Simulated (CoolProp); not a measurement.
The numbers come from the reference Helmholtz-energy equation of state, Zhou 2016 in CoolProp.

Task: Give the vapour pressure (MPa), liquid density (kg/m³), liquid cp (kJ/(kg K)), vapour Z of saturated R245ca at -0.65, 53.05 °C.

Result: 
```json
[
 {"T (°C)": "-0.65", "p (MPa)": "0.0331", "liquid density (kg/m³)": "1450", "liquid cp (kJ/(kg K))": "1.35", "vapour Z": "0.983"},
 {"T (°C)": "53.05", "p (MPa)": "0.266", "liquid density (kg/m³)": "1310", "liquid cp (kJ/(kg K))": "1.43", "vapour Z": "0.923"}
]
```
